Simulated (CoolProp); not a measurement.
The fluid at 293.15 K and 0.195 MPa is throttled through a valve to 0.0096 MPa with no heat exchange. The same conditions are run with several fluids, on thermodynamics alone (safety and materials aside).

Computed with CoolProp (reference Helmholtz-energy equation of state of each fluid (CH2F2 (R32): Tillner-Roth 1997; CH3F (R41): Lemmon 2006; nitrous oxide: Lemmon 2006; R227EA: Lemmon 2016; sulfur dioxide: Gao 2016)).

```json
[
 {"fluid": "CH2F2 (R32)", "temperature change (K)": "…", "final density (kg/m³)": "…"},
 {"fluid": "CH3F (R41)", "temperature change (K)": "-3.6", "final density (kg/m³)": "0.136"},
 {"fluid": "nitrous oxide", "temperature change (K)": "…", "final density (kg/m³)": "0.175"},
 {"fluid": "R227EA", "temperature change (K)": "…", "final density (kg/m³)": "0.680"},
 {"fluid": "sulfur dioxide", "temperature change (K)": "…", "final density (kg/m³)": "0.260"}
]
```

Problem. Fill in the missing entries.

Solution. 
- CH2F2 (R32), temperature change (K): -5.2
- CH2F2 (R32), final density (kg/m³): 0.209
- nitrous oxide, temperature change (K): -2.1
- R227EA, temperature change (K): -3.7
- sulfur dioxide, temperature change (K): -7.9
